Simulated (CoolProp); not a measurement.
Properties of n-dodecane at several states.

Values from CoolProp's reference Helmholtz-energy equation of state, Lemmon 2004. It is a short technical equation, of lower accuracy than the large ones.

| T (°C) | p (kPa) | phase | speed of sound (m/s) | Joule-Thomson coefficient (K/MPa) | conductivity (mW/(m K)) | Prandtl number | fugacity coefficient |
|---|---|---|---|---|---|---|---|
| 271.85 | 2190 | liquid | 504.4 | 0.03089 | 86.7 | 4.97 | 0.1443 |
| 46.85 | 4160 | liquid | 1223 | -0.4099 | 132 | 17.5 | 3.277e-5 |
| 193.35 | 46.8 | gas | 146.8 | 31.30 | 22.1 | 0.767 | 0.9624 |
| 68.05 | 3130 | liquid | 1139 | -0.3871 | 127 | 14.0 | 0.0001542 |

Viscosity comes from a separate model (Huber 2004). Thermal conductivity comes from a separate model (Huber 2004).
